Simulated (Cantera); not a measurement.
Cantera with NASA thermochemical tables; ideal gases at 1 bar, condensed phases pure. Values are per mole of reaction as written; species without (g) are pure solids or liquids, kept so even where they would boil at 1 bar.

KCl + H(g) → K + HCl(g), with ΔH° = 126.4 kJ and ΔS° = 54.2 J/K at 300 K.

Question: How far is the shortcut ΔG° ≈ ΔH°(300 K) − T·ΔS°(300 K) from the full temperature-dependent value at 650, 700, 750, 800, 850, 900, 950, 1000 K?

Answer: 
| T (K) | shortcut (kJ) | full (kJ) | difference (kJ) | difference in log10 K | condensed phases |
|---|---|---|---|---|---|
| 650 | 91.1 | 91.0 | 0.1 | -0.01 | KCl(s), K(l) |
| 700 | 88.4 | 88.6 | -0.2 | 0.01 | KCl(s), K(l) |
| 750 | 85.7 | 86.2 | -0.5 | 0.03 | KCl(s), K(l) |
| 800 | 83.0 | 83.8 | -0.9 | 0.06 | KCl(s), K(l) |
| 850 | 80.3 | 81.6 | -1.3 | 0.08 | KCl(s), K(l) |
| 900 | 77.6 | 79.4 | -1.8 | 0.11 | KCl(s), K(l) |
| 950 | 74.9 | 77.2 | -2.4 | 0.13 | KCl(s), K(l) |
| 1000 | 72.1 | 75.2 | -3.0 | 0.16 | KCl(s), K(l) |
The shortcut ignores heat capacities and the phase changes listed.
